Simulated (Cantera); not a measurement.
A freely propagating, adiabatic, planar premixed flame of CH4 : H2 : O2 : N2 = 1 : 0.081 : 1.7 : 6.39 (molar parts), equivalence ratio 1.2, unburnt at 575 K and 1.01 bar; mixture-averaged transport, grid criteria slope 0.08 and curve 0.16, no radiation.

Detailed kinetics in Cantera: GRI-Mech 3.0 (53 species, 325 reactions). Burning velocities carry a grid error of a few per cent, more on coarse grids.

### Question
What does this change do: N2 6.39 to 8.3 parts?

### Answer
```
quantity                    before      after
------------------------  --------  ---------
laminar burning velocity  116 cm/s  71.6 cm/s
thermal thickness         0.331 mm   0.457 mm
peak x(CH2O)               0.00118   0.000876
peak x(CH3)                0.00422    0.00255
```

### Question
What does this change do: CH4 1 to 0.79 parts?

### Answer
```tsv
quantity	before	after
laminar burning velocity	116 cm/s	125 cm/s
thermal thickness	0.331 mm	0.329 mm
peak x(CH2O)	0.00118	0.00108
peak x(CH3)	0.00422	0.00268
```
